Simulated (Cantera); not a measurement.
Source: NASA polynomial tables (part measured, part estimated), evaluated in Cantera. Values are per mole of reaction as written; species without (g) are pure solids or liquids, kept so even where they would boil at 1 bar.

**Question.** Between 850 and 1525 K, where is each reaction favourable under standard conditions?
- H(g) + LiCl(g) ⇌ HCl(g) + Li

**Answer.** 
- H(g) + LiCl(g) ⇌ HCl(g) + Li: ΔG° is -23 kJ at 850 K and 46 kJ at 1525 K; it changes sign between 1000 and 1075 K. ΔH° is -109 kJ and ΔS° -102 J/K at 1525 K.
